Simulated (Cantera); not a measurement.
Feed: 1 mol AlN, 0.88 mol O2, equilibrated at 0.0200 bar.

Cantera equilibrium calculation (NASA polynomials, part measured and part estimated; ideal gas, pure solids and liquids). Candidate condensed phases: Al, AlN, Al2O3; 16 gas species. Rates play no part.

Question: At 1500 K, list the 4 most abundant gas species with their mole fractions, and the condensed phases.

Answer: N2 0.793, O2 0.206, NO 0.00122, O 1.30e-5. Condensed: Al2O3(s).
